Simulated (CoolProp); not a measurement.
Values from CoolProp's reference Helmholtz-energy equation of state, Span 2000.

Problem. For nitrogen, give the phase and the cv (kJ/(kg K)), speed of sound (m/s), conductivity (mW/(m K)) at 150.8 K and 0.101 MPa; 161.9 K and 0.101 MPa.

Solution. 
- 150.8 K and 0.101 MPa: gas; cv 0.744, speed of sound 250, conductivity 14.1
- 161.9 K and 0.101 MPa: gas; cv 0.744, speed of sound 259, conductivity 15.1

Thermal conductivity comes from a separate model (Lemmon 2004).
